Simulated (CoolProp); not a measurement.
Vapour-liquid equilibrium of acetone (1) + toluene (2) at 4.3 bar; x and y are mole fractions of (1).

The numbers come from the multi-fluid Helmholtz-energy mixture model, Lemmon 2006 and Lemmon 2006; pair parameters Bell 2016 in CoolProp.

| x | bubble temperature, mixture model (K) | bubble temperature, Raoult's law (K) | y, mixture model | y, Raoult's law |
|---|---|---|---|---|
| 0.05 | 435.0 | 437.2 | 0.192 | 0.173 |
| 0.2 | 416.4 | 421.1 | 0.521 | 0.511 |
| 0.35 | 404.9 | 409.2 | 0.686 | 0.700 |
| 0.5 | 396.8 | 399.9 | 0.788 | 0.818 |
| 0.65 | 390.5 | 392.3 | 0.863 | 0.896 |
| 0.8 | 385.2 | 385.9 | 0.926 | 0.950 |
| 0.95 | 380.4 | 380.5 | 0.982 | 0.989 |

The largest gap from Raoult's law is -4.7 K in bubble temperature, at x = 0.2. No azeotrope shows between x = 0.05 and 0.95.

The pair parameters rest on a limited set of measurements; away from them the model extrapolates.
